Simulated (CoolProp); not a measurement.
Properties of R1234ze(Z) along the isobar 101 kPa (Tc = 150.1 °C, pc = 3531 kPa, ω = 0.327).

The numbers come from the reference Helmholtz-energy equation of state, Akasaka 2019 in CoolProp.

| T (°C) | phase | density (kg/m³) | fugacity coefficient |
|---|---|---|---|
| 80.45 | gas | 4.001 | 0.9795 |
| 90.05 | gas | 3.888 | 0.9814 |
| 99.65 | gas | 3.781 | 0.9831 |
| 109.25 | gas | 3.680 | 0.9845 |
| 118.85 | gas | 3.585 | 0.9859 |
| 128.45 | gas | 3.495 | 0.9870 |
| 138.05 | gas | 3.410 | 0.9881 |
| 147.65 | gas | 3.329 | 0.9890 |
| 157.25 | gas | 3.252 | 0.9899 |
| 166.85 | gas | 3.178 | 0.9907 |
